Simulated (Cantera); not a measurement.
# Fe2O3 + H2 (hydrogen reduction and annealing atmospheres)

A closed system holds: 1 mol Fe2O3, 1.8 mol H2, equilibrated at 1 atm.

Equilibrium computed with Cantera from the NASA thermochemical tables; the gas is ideal and each condensed phase is pure. Candidate condensed phases: Fe, FeO, Fe(OH)2, Fe(OH)3, Fe2O3, Fe3O4, H2O; 12 gas species. The tables' stoichiometric FeO is somewhat more stable than real wüstite, so its field is too wide. FeO: taken at fixed stoichiometry. Equilibrium is a limit: real reactors are often held back by kinetics, nucleation or transport.

From 677 °C to 1277 °C the condensed part is FeO(s). From 1427 °C to 1727 °C the condensed part is FeO(l).

| T (°C) | log p H2O | log p H2 | log p H | log p Fe(OH)2 | log p Fe | log p OH | n FeO(s) | n FeO(l) |
|---|---|---|---|---|---|---|---|---|
| 677 | -0.25 | -0.35 | -9.43 | -8.70 | <-11 | <-11 | 2.00 | 0 |
| 827 | -0.25 | -0.35 | -7.76 | -7.34 | <-11 | -10.01 | 2.00 | 0 |
| 977 | -0.25 | -0.35 | -6.49 | -6.31 | -10.22 | -8.38 | 2.00 | 0 |
| 1127 | -0.25 | -0.35 | -5.49 | -5.50 | -8.34 | -7.09 | 2.00 | 0 |
| 1277 | -0.25 | -0.35 | -4.67 | -4.86 | -6.83 | -6.05 | 2.00 | 0 |
| 1427 | -0.25 | -0.35 | -4.00 | -4.35 | -5.63 | -5.19 | 0 | 2.00 |
| 1577 | -0.25 | -0.35 | -3.44 | -3.97 | -4.67 | -4.48 | 0 | 2.00 |
| 1727 | -0.25 | -0.35 | -2.96 | -3.65 | -3.86 | -3.87 | 0 | 2.00 |
log p: log10 of the partial pressure in bar; n: condensed amount in mol.
